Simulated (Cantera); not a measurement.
A Cantera script and what it prints.

```python
import numpy as np
import cantera as ct

gas_names = """
    CL CLF CLF3 CL2 F F2 H HCL HF H2 H2F2 H3F3 H4F4 H5F5 H6F6 H7F7 Si SiCL SiCL2 SiCL3 SiCL4 SiF SiF2
    SiF3 SiF4 SiH SiHCL3 SiHF3 SiH2 SiH2CL2 SiH2F2 SiH3 SiH3CL SiH3F SiH4 Si2 Si3
""".split()
cond_names = """
    Si(cr) Si(L)
""".split()


# ... load() reads the species with a 1 bar reference pressure and builds the phases ...
atoms = {
    'Si': {'Si': 1},
    'F2': {'F': 2},
    'H2': {'H': 2},
    'HCl': {'H': 1, 'CL': 1},
}
top_T = {}  # K; cautious upper limits of use, not melting points


# ... equilibrate(T, P, feed) seeds the gas with the atoms and calls Mixture.equilibrate('TP', solver="vcs", rtol=1e-11, max_steps=5000) ...
results = []
feed = {'Si': 1, 'F2': 6.2, 'H2': 8.8, 'HCl': 1.5}  # mol
T = 1125  # K
P = 26  # Pa
mix = equilibrate(T, P, feed)
results.append((T, P, feed, dict(zip(mix.species_names, mix.species_moles))))
print(gas.report(threshold=1e-06))
for i in range(1, mix.n_phases):
    print(f"{mix.phase(i).name:16s} {mix.phase_moles(i):12.5e} mol")
```

It prints:

```
       temperature   1125 K
          pressure   26 Pa
           density   6.0272e-05 kg/m^3
  mean mol. weight   21.683 kg/kmol
   phase of matter   gas

                          1 kg             1 kmol
                     ---------------   ---------------
          enthalpy       -1.0738e+07       -2.3283e+08  J
   internal energy       -1.1169e+07       -2.4219e+08  J
           entropy             13445        2.9152e+05  J/K
    Gibbs function       -2.5863e+07       -5.6079e+08  J
 heat capacity c_p            1640.3             35568  J/K
 heat capacity c_v            1256.9             27253  J/K

                      mass frac. Y      mole frac. X     chem. pot. / RT
                     ---------------   ---------------   ---------------
                 H        6.9787e-08        1.5012e-06           -13.638
               HCL           0.16271          0.096774           -45.043
                HF           0.50002           0.54194           -60.993
                H2          0.027592           0.29677           -27.276
              SiF3         6.226e-06        1.5867e-06           -176.56
              SiF4           0.30966          0.064514           -223.91
     [  +31 minor]        2.5786e-06        9.0629e-07

Si(cr)            0.00000e+00 mol
```

These are equilibrium values from Cantera (NASA tables, ideal gas, pure condensed phases), not measurements of a reactor.
